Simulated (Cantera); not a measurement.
Cantera run, input and output.

```python
import numpy as np
import cantera as ct

gas = ct.Solution("gri30.yaml")
gas.TPX = 1275, 630, {'N2O': 1, 'H2O': 0.092}
reactor = ct.IdealGasConstPressureReactor(gas, energy="off", clone=False)
net = ct.ReactorNet([reactor])
net.rtol, net.atol = 1e-08, 1e-18
show = ['N2O', 'H2O', 'H2', 'H', 'O', 'OH', 'H2O2']
times = np.geomspace(0.0007, 30, 10)

steps = ct.SolutionArray(gas, extra=["t"])
rows = []
print(f"{'t/s':>10s}{'T/K':>9s}{'P/Pa':>11s}" + "".join(f"{s:>11s}" for s in show))
for t in times:
    while net.time < t:
        t_next = net.step()
        steps.append(gas.state, t=t_next)
    rows.append([np.interp(t, steps.t, y) for y in (steps.T, steps.P, *steps(*show).X.T)])
    print(f"{t:10.3e}{rows[-1][0]:9.1f}{rows[-1][1]:11.4g}" + "".join(f"{x:11.3e}" for x in rows[-1][2:]))
rate = np.gradient(steps.T, steps.t)
print("integrator steps:", len(steps.t))
if steps.T.max() > steps.T[0] + 200:
    print(f"time of steepest temperature rise: {steps.t[rate.argmax()]:.4e} s")
gas.TPX = 1275, 630, {'N2O': 1, 'H2O': 0.092}
gas.equilibrate("TP")
print(f"equilibrium (TP): T = {gas.T:.1f} K  " + "  ".join(f"{s} {gas[s].X[0]:.3e}" for s in show))
```

Result:

```
       t/s      T/K       P/Pa        N2O        H2O         H2          H          O         OH       H2O2
 7.000e-04   1275.0        630  9.157e-01  8.425e-02  2.828e-12  8.509e-11  4.326e-06  4.851e-07  2.780e-13
 2.290e-03   1275.0        630  9.157e-01  8.425e-02  1.909e-10  1.016e-09  6.687e-06  3.026e-06  2.171e-11
 7.489e-03   1275.0        630  9.156e-01  8.424e-02  5.385e-09  4.531e-09  6.961e-06  1.191e-05  1.258e-09
 2.450e-02   1275.0        630  9.151e-01  8.421e-02  7.164e-08  1.300e-08  6.937e-06  3.081e-05  5.832e-08
 8.013e-02   1275.0        630  9.135e-01  8.416e-02  3.854e-07  1.862e-08  6.945e-06  4.288e-05  1.991e-07
 2.621e-01   1275.0        630  9.083e-01  8.401e-02  7.288e-07  1.993e-08  6.908e-06  4.923e-05  1.224e-07
 8.573e-01   1275.0        630  8.917e-01  8.353e-02  5.066e-07  1.885e-08  6.682e-06  5.533e-05  6.509e-08
 2.804e+00   1275.0        630  8.407e-01  8.206e-02  3.107e-07  1.721e-08  6.319e-06  6.226e-05  2.439e-08
 9.172e+00   1275.0        630  7.000e-01  7.800e-02  2.514e-07  1.776e-08  6.000e-06  6.755e-05  6.317e-09
 3.000e+01   1275.0        630  4.098e-01  6.961e-02  2.810e-07  2.288e-08  5.703e-06  6.682e-05  1.592e-09
integrator steps: 1220
equilibrium (TP): T = 1275.0 K  N2O 1.750e-09  H2O 5.778e-02  H2 7.221e-08  H 2.512e-09  O 7.934e-07  OH 2.338e-05  H2O2 1.159e-10
```

Computed with Cantera and GRI-Mech 3.0 (53 species, 325 reactions). GRI-Mech 3.0 was tuned for natural gas; its chemistry of N2O as a main component is partial and can be far from experiment. Radical loss at walls, strong at low pressure, is not modelled. The mechanism lacks the step 2 NO + O2 → 2 NO2, which can matter for NO2 below about 1400 K. The temperature is held fixed by assumption; the heat of reaction is taken as removed at once.
